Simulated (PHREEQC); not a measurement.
Consider water at 65 °C with 0.21 mol/kgw NaOH, 2.4e-06 mol/kgw H4SiO4 and 8.9e-05 mol/kgw K2CO3. Closed to the air; pH follows from the charge balance.

Model: ion-association model, phreeqc.dat, run in PHREEQC.

This is a speciation only: nothing precipitates in the calculation.

### Question
What pH, activity of water, specific conductance does the model give?

### Answer
pH 12.06; activity of water 0.993; specific conductance 82500 µS/cm.

### Question
In which forms is Si present?

### Answer
H2SiO4-2 60 %, H3SiO4- 40 % of the Si.

Complexes and solids missing from the database can't appear. At this temperature some constants are extrapolated from 25 °C, and those without enthalpy data are left unchanged.
